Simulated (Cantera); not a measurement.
Input (Python, Cantera):

```python
import numpy as np
import cantera as ct

gas = ct.Solution("SiF4_NH3_mec.yaml", "gas")
gas.TPX = 2073, 100000, {'NH3': 1, 'N2': 0.39, 'H2': 0.0061}
reactor = ct.IdealGasConstPressureReactor(gas, energy="off", clone=False)
net = ct.ReactorNet([reactor])
net.rtol, net.atol = 1e-08, 1e-18
show = ['NH3', 'NH', 'N2H4', 'NH2', 'N2H2']
times = np.geomspace(2e-06, 200, 11)

steps = ct.SolutionArray(gas, extra=["t"])
rows = []
print(f"{'t/s':>10s}{'T/K':>9s}{'P/Pa':>11s}" + "".join(f"{s:>11s}" for s in show))
for t in times:
    while net.time < t:
        t_next = net.step()
        steps.append(gas.state, t=t_next)
    rows.append([np.interp(t, steps.t, y) for y in (steps.T, steps.P, *steps(*show).X.T)])
    print(f"{t:10.3e}{rows[-1][0]:9.1f}{rows[-1][1]:11.4g}" + "".join(f"{x:11.3e}" for x in rows[-1][2:]))
rate = np.gradient(steps.T, steps.t)
print("integrator steps:", len(steps.t))
if steps.T.max() > steps.T[0] + 200:
    print(f"time of steepest temperature rise: {steps.t[rate.argmax()]:.4e} s")
gas.TPX = 2073, 100000, {'NH3': 1, 'N2': 0.39, 'H2': 0.0061}
gas.equilibrate("TP")
print(f"equilibrium (TP): T = {gas.T:.1f} K  " + "  ".join(f"{s} {gas[s].X[0]:.3e}" for s in show))
```

It prints:

```
       t/s      T/K       P/Pa        NH3         NH       N2H4        NH2       N2H2
 2.000e-06   2073.0      1e+05  7.162e-01  1.514e-08  1.026e-09  6.433e-05  3.959e-09
 1.262e-05   2073.0      1e+05  7.157e-01  1.102e-06  4.258e-08  4.051e-04  2.903e-07
 7.962e-05   2073.0      1e+05  7.124e-01  1.200e-05  6.764e-07  1.609e-03  6.549e-06
 5.024e-04   2073.0      1e+05  6.891e-01  1.595e-05  6.955e-07  1.631e-03  7.473e-06
 3.170e-03   2073.0      1e+05  5.647e-01  2.010e-05  4.236e-07  1.273e-03  5.379e-06
 2.000e-02   2073.0      1e+05  2.062e-01  1.676e-05  9.694e-08  6.091e-04  1.402e-06
 1.262e-01   2073.0      1e+05  4.466e-03  3.205e-06  3.734e-10  3.785e-05  1.110e-08
 7.962e-01   2073.0      1e+05  1.678e-04  1.672e-07  7.285e-13  1.672e-06  2.559e-11
 5.024e+00   2073.0      1e+05  2.343e-05  2.338e-08  1.422e-14  2.336e-07  1.535e-12
 3.170e+01   2073.0      1e+05  5.944e-06  5.932e-09  9.186e-16  5.927e-08  1.087e-12
 2.000e+02   2073.0      1e+05  5.390e-06  5.379e-09  7.561e-16  5.375e-08  1.081e-12
integrator steps: 1870
equilibrium (TP): T = 2073.0 K  NH3 5.390e-06  NH 5.379e-09  N2H4 7.561e-16  NH2 5.375e-08  N2H2 1.081e-12
```

Detailed kinetics in Cantera: the gas-phase N/H chemistry of the illustrative SiF4/NH3 mechanism in the Surface Chemkin manual (1991). Walls and surfaces, which speed up NH3 decomposition in real reactors, are not modelled.
